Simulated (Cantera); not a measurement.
A closed system holds: 1 mol FeCl3, 0.018 mol HCl, 0.29 mol H2, held at 1698 K and 1.40 Pa.

Equilibrium computed with Cantera from the NASA thermochemical tables; the gas is ideal and each condensed phase is pure. Candidate condensed phases: Fe, FeCl2, FeCl3; 11 gas species. Equilibrium is a limit: real reactors are often held back by kinetics, nucleation or transport.

Base state: FeCl2 0.486, HCl 0.288, Cl 0.218, Fe 0.00393, H2 0.00157, H 0.00153, FeCl 8.33e-5, Cl2 1.85e-5 (mole fractions); condensed: gas only.

Task: What changes in the equilibrium state with this change: HCl from 0.018 to 0.92 mol?

Result: 
```csv
species,before,after
HCl,0.288,0.485
FeCl2,0.486,0.331
Cl,0.218,0.168
H2,0.00157,0.00750
H,0.00153,0.00335
Cl2,1.85e-5,1.10e-5
Fe,0.00393,0.00451
FeCl,8.33e-5,7.36e-5
```
